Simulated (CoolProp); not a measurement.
Saturated liquid density (kg/m³) of fluorine: the reference equation beside estimates from Tc = 144.4 K, pc = 5240 kPa, ω = 0.045. Rackett uses Z = 0.29056 − 0.08775 ω.

The numbers come from the reference Helmholtz-energy equation of state, de Reuck 1990 in CoolProp.

```csv
T (K),reference,Rackett,van der Waals,Redlich-Kwong,Soave-Redlich-Kwong,Peng-Robinson
107.8,1325,1346,906.2,1300,1299,1472
109.8,1307,?,893.5,1278,1277,?
111.8,1289,1309,880.3,1254,1254,1421
113.8,1270,?,866.7,1229,1230,1394
115.8,1251,1271,852.6,1204,1205,1366
117.8,1230,1250,838.0,1178,1180,1337
119.8,?,1229,822.7,1150,1153,1306
121.8,1188,1207,806.8,1122,1125,?
123.7,1166,1185,791.0,1093,1097,1242
125.7,1142,?,?,1062,1066,1206
127.7,1116,1136,755.1,1029,1033,1168
129.7,1089,1109,735.5,993.5,998.3,1128
131.7,1059,1080,714.5,956.1,961.0,1084
133.7,1027,?,691.8,915.8,920.8,1037
```

Problem. Some entries are withheld; supply them.

Solution. 
- 109.8, Rackett: 1328
- 109.8, Peng-Robinson: 1447
- 113.8, Rackett: 1290
- 119.8, reference: 1210
- 121.8, Peng-Robinson: 1274
- 125.7, Rackett: 1161
- 125.7, van der Waals: 773.6
- 133.7, Rackett: 1048

Absolute difference from the reference over all 14 rows, mean and median: Rackett 1.7 and 1.6 %, van der Waals 32.1 and 32.0 %, Redlich-Kwong 5.6 and 5.3 %, Soave-Redlich-Kwong 5.4 and 5.0 %, Peng-Robinson 7.0 and 7.6 %.
